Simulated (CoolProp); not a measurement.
R11 along the isobar 0.101 MPa: density (kg/m³) from the reference equation and from simpler models built on Tc = 471.1 K, pc = 4.408 MPa, ω = 0.189; each cubic takes its own stable root.

Model: reference Helmholtz-energy equation of state, Jacobsen 1992, in CoolProp.

```tsv
T (K)	phase	reference	van der Waals	Peng-Robinson
175.6	liquid	1742	1080	1812
207.5	liquid	1676	1046	1763
239.3	liquid	1609	7.210	1707
271.2	liquid	1539	6.309	1641
303	gas	5.698	5.615	5.679
334.8	gas	5.103	5.062	5.102
366.7	gas	4.630	4.608	4.634
398.5	gas	4.244	4.231	4.248
```

At some of these states van der Waals gives the other phase, because its saturation line lies elsewhere.
